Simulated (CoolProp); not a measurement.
A closed Brayton cycle with nitrogen: compressor inlet 312.15 K and 6.5 MPa, high pressure 13.5 MPa, turbine inlet 645 K, compressor efficiency 0.85, turbine efficiency 0.85, recuperator effectiveness 0.8 (on enthalpy, no pinch check). Each further row changes one setting.

Values from CoolProp's reference Helmholtz-energy equation of state, Span 2000.

| case | thermal efficiency (%) | net work (kJ/kg) | compressor to turbine work | compressor exit (K) | turbine exit (K) |
|---|---|---|---|---|---|
| as stated | ___ | 21.1 | 0.81 | 398.6 | 544.0 |
| turbine inlet 595 K | ___ | 12.3 | 0.88 | 398.6 | ___ |
| compressor inlet 322.15 K | 12.4 | 18.0 | 0.84 | 411.3 | 544.0 |
| high pressure 11.5 MPa | ___ | 20.2 | 0.77 | 378.0 | ___ |
| recuperator effectiveness 0.5 | 10.8 | 21.1 | 0.81 | 398.6 | 544.0 |

### Question
Fill in the missing entries.

### Answer

- as stated, thermal efficiency (%): 14.2
- turbine inlet 595 K, thermal efficiency (%): 9.4
- turbine inlet 595 K, turbine exit (K): 500.8
- high pressure 11.5 MPa, thermal efficiency (%): 15.0
- high pressure 11.5 MPa, turbine exit (K): 564.6
